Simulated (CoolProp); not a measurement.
R143a along the isotherm 486.1 K: Z from the reference equation and from simpler models built on Tc = 345.9 K, pc = 3.762 MPa, ω = 0.261; each cubic takes its own stable root.

Model: reference Helmholtz-energy equation of state, Lemmon and Jacobsen 2000, in CoolProp.

```csv
p (MPa),phase,reference
0.119,gas,0.9967
0.201,gas,0.9944
0.339,gas,0.9905
0.572,gas,0.9840
0.965,gas,0.9731
1.63,gas,0.9546
2.75,gas,0.9238
4.64,supercritical,0.8742
7.83,supercritical,0.8031
13.2,supercritical,0.7474
22.3,supercritical,0.8191
37.6,supercritical,1.067
```

Q: How far does each simpler model (van der Waals, Redlich-Kwong, Soave-Redlich-Kwong, Peng-Robinson) lie from the reference over these 12 states: mean and median of the absolute difference, and the worst?

A: 
- van der Waals: mean 5.1 %, median 1.5 %, worst +26.4 % at 486.1 K and 37.6 MPa
- Redlich-Kwong: mean 1.7 %, median 0.7 %, worst +6.7 % at 486.1 K and 37.6 MPa
- Soave-Redlich-Kwong: mean 4.5 %, median 1.2 %, worst +15.4 % at 486.1 K and 22.3 MPa
- Peng-Robinson: mean 1.8 %, median 0.3 %, worst +7.3 % at 486.1 K and 22.3 MPa
